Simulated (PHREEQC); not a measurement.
Model water analysis in mg/L, 25 °C, pH 7.31, pe 0.4:

```
constituent           mg/L
------------------  ------
Na                    27.9
K                     1.67
Ca                    18.1
Mg                    2.23
Cl                      18
S(6) as SO4           21.4
Alkalinity as HCO3    84.5
Li                   0.114
Zn                   0.702
Sr                  0.0366
```

Valence states are taken as typed.

Computed with PHREEQC (ion-association model, phreeqc.dat).

Precipitation was switched off in this run.

### Question
Estimate the specific conductance.

### Answer
specific conductance 245 µS/cm.

### Question
In which forms is Zn present?

### Answer
Zn+2 72 %, ZnCO3 14 %, ZnHCO3+ 9.8 %, ZnSO4 2.2 %, ZnOH+ 1.3 % of the Zn.

The database's zinc carbonate complexes are estimates, stronger than later reviews accept.
